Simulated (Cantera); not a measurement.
A perfectly stirred reactor is fed with 1.37 % CH4, 97.8 % H2, 0.812 % H, at 113 Torr; it is held at 2150 K, and followed from long to short residence time.

Model: GRI-Mech 3.0 (53 species, 325 reactions), integrated in Cantera. GRI-Mech 3.0 stops at C3 and has no aromatics, soot or wall deposition, so with more carbon than oxygen in the feed, carbon stays in small species such as C2H2 where larger ones or solid carbon would form.

**Question.** Predict: x(CH4) at τ = 8.20 s; x(H2) at τ = 8.20 s; x(H) at τ = 8.20 s; x(C2H2) at τ = 8.20 s; x(C2H) at τ = 8.20 s; x(CH4) at τ = 0.170 s; x(H2) at τ = 0.170 s; x(H) at τ = 0.170 s; x(C2H2) at τ = 0.170 s; x(C2H) at τ = 0.170 s.

**Answer.** 
```json
{
  "x(CH4) at τ = 8.20 s": "0.000152",
  "x(H2) at τ = 8.20 s": "0.982",
  "x(H) at τ = 8.20 s": "0.0109",
  "x(C2H2) at τ = 8.20 s": "0.00665",
  "x(C2H) at τ = 8.20 s": "2.20e-6",
  "x(CH4) at τ = 0.170 s": "0.000914",
  "x(H2) at τ = 0.170 s": "0.982",
  "x(H) at τ = 0.170 s": "0.0105",
  "x(C2H2) at τ = 0.170 s": "0.00620",
  "x(C2H) at τ = 0.170 s": "1.99e-6"
}
```
